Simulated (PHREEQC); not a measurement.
Model water analysis in mmol/kgw, 20 °C, pH 2.42, pe 10.6:

| constituent | mmol/kgw |
|---|---|
| Na | 2.2 |
| K | 0.0684 |
| Ca | 2.69 |
| Mg | 0.851 |
| Cl | 2.45 |
| S(6) | 7.17 |
| Sr | 0.0611 |
| O(0) (counted as O atoms) | 0.18 |

Valence states are taken as typed.

Model: ion-association model, phreeqc.dat, run in PHREEQC.

This is a speciation only: nothing precipitates in the calculation.

Task: Order these Ca species by the share of Ca that they hold, largest first: CaHSO4+, Ca+2, CaSO4.

Result: Ca+2 (77 %), CaSO4 (23 %), CaHSO4+ (0.61 %)

The pH is 2.42 and the ionic strength 0.0208 mol/kgw.
